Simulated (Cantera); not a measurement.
Input (Python, Cantera) and output of one run.

```python
import numpy as np
import cantera as ct

gas_names = """
    N2O CL2 NO
""".split()
cond_names = """
    Li2O(s) Li2O(L) LiCL(s) LiCL(L)
""".split()


def load(file, names, dense=False):
    # The tables refer to 1 bar. Condensed volumes are neglected.
    table = {s.name: s for s in ct.Species.list_from_file(file)}
    out = []
    for n in names:
        d = dict(table[n].input_data)
        d["thermo"] = dict(d["thermo"], **{"reference-pressure": 1e5})
        if dense:
            d["equation-of-state"] = {"model": "constant-volume", "density": "1e6 g/cm^3"}
        out.append(ct.Species.from_dict(d))
    return out


species = {s.name: s for s in load("nasa_gas.yaml", gas_names) + load("nasa_condensed.yaml", cond_names)}
# Each term lists the table entries of one substance; the one whose range holds T is used.
reactions = {
    'N2O(g) + Cl2(g) + Li2O = 2 NO(g) + 2 LiCl':
        [(-1, ['N2O']), (-1, ['CL2']), (-1, ['Li2O(s)', 'Li2O(L)']), (2, ['NO']), (2, ['LiCL(s)', 'LiCL(L)'])],
}


def pick(names, T):
    return next(species[n] for n in names if species[n].thermo.min_temp <= T <= species[n].thermo.max_temp)


results = []
for label, terms in reactions.items():
    print(label)
    print("     T/K   dH/kJ  dS/(J/K)   dG/kJ   log10 K")
    for T in [1225, 1325, 1425, 1525, 1625, 1725, 1825]:
        used = [(nu, pick(names, T)) for nu, names in terms]
        dH = sum(nu * s.thermo.h(T) for nu, s in used) / 1e6
        dS = sum(nu * s.thermo.s(T) for nu, s in used) / 1e3
        dG = dH - T * dS / 1e3
        logK = -dG * 1e6 / (ct.gas_constant * T * np.log(10))
        results.append((label, T, dH, dS, dG, logK, [s.name for _, s in used]))
        print(f"{T:8g} {dH:8.1f} {dS:8.1f} {dG:8.1f} {logK:8.2f}")
```

Result:

```
N2O(g) + Cl2(g) + Li2O = 2 NO(g) + 2 LiCl
     T/K   dH/kJ  dS/(J/K)   dG/kJ   log10 K
    1225    -62.5    128.7   -220.2     9.39
    1325    -62.0    129.1   -233.1     9.19
    1425    -61.9    129.2   -246.0     9.02
    1525    -62.2    129.0   -258.9     8.87
    1625    -62.7    128.7   -271.8     8.74
    1725    -63.6    128.1   -284.7     8.62
    1825    -64.8    127.5   -297.4     8.51
```

Source: NASA polynomial tables (part measured, part estimated), evaluated in Cantera. Condensed species are held in their standard states even where they would react or evaporate.
